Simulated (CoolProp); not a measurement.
Saturation properties of methane.

The numbers come from the reference Helmholtz-energy equation of state, Setzmann 1991 in CoolProp.

```json
[
 {"T (K)": "96.7", "p (bar)": "0.2406", "vapour density (kg/m³)": "0.4864", "liquid cp (kJ/(kg K))": "3.392", "surface tension (mN/m)": "15.9", "liquid viscosity (µPa s)": "171"},
 {"T (K)": "99.6", "p (bar)": "0.3297", "vapour density (kg/m³)": "0.6492", "liquid cp (kJ/(kg K))": "…", "surface tension (mN/m)": "15.3", "liquid viscosity (µPa s)": "157"},
 {"T (K)": "102.5", "p (bar)": "0.4431", "vapour density (kg/m³)": "0.8512", "liquid cp (kJ/(kg K))": "…", "surface tension (mN/m)": "14.7", "liquid viscosity (µPa s)": "146"},
 {"T (K)": "105.5", "p (bar)": "0.5907", "vapour density (kg/m³)": "1.108", "liquid cp (kJ/(kg K))": "3.440", "surface tension (mN/m)": "14.1", "liquid viscosity (µPa s)": "135"},
 {"T (K)": "108.4", "p (bar)": "0.7676", "vapour density (kg/m³)": "1.408", "liquid cp (kJ/(kg K))": "3.458", "surface tension (mN/m)": "…", "liquid viscosity (µPa s)": "126"},
 {"T (K)": "111.3", "p (bar)": "…", "vapour density (kg/m³)": "…", "liquid cp (kJ/(kg K))": "3.478", "surface tension (mN/m)": "13.0", "liquid viscosity (µPa s)": "118"},
 {"T (K)": "114.2", "p (bar)": "1.242", "vapour density (kg/m³)": "2.190", "liquid cp (kJ/(kg K))": "3.500", "surface tension (mN/m)": "12.4", "liquid viscosity (µPa s)": "111"},
 {"T (K)": "117.1", "p (bar)": "1.551", "vapour density (kg/m³)": "2.686", "liquid cp (kJ/(kg K))": "3.524", "surface tension (mN/m)": "11.9", "liquid viscosity (µPa s)": "…"},
 {"T (K)": "120", "p (bar)": "1.914", "vapour density (kg/m³)": "3.262", "liquid cp (kJ/(kg K))": "3.549", "surface tension (mN/m)": "11.3", "liquid viscosity (µPa s)": "98.1"},
 {"T (K)": "123", "p (bar)": "2.355", "vapour density (kg/m³)": "3.951", "liquid cp (kJ/(kg K))": "3.578", "surface tension (mN/m)": "10.7", "liquid viscosity (µPa s)": "92.5"},
 {"T (K)": "125.9", "p (bar)": "2.848", "vapour density (kg/m³)": "4.715", "liquid cp (kJ/(kg K))": "3.609", "surface tension (mN/m)": "10.2", "liquid viscosity (µPa s)": "87.6"}
]
```

What belongs in the gaps?


- 99.6, liquid cp (kJ/(kg K)): 3.406
- 102.5, liquid cp (kJ/(kg K)): 3.422
- 108.4, surface tension (mN/m): 13.6
- 111.3, p (bar): 0.9830
- 111.3, vapour density (kg/m³): 1.767
- 117.1, liquid viscosity (µPa s): 104

It boils at 111.7 K under 1 atm.

Viscosity comes from a separate model (Quiñones-Cisneros 2006). Surface tension comes from a separate correlation (Mulero 2012).
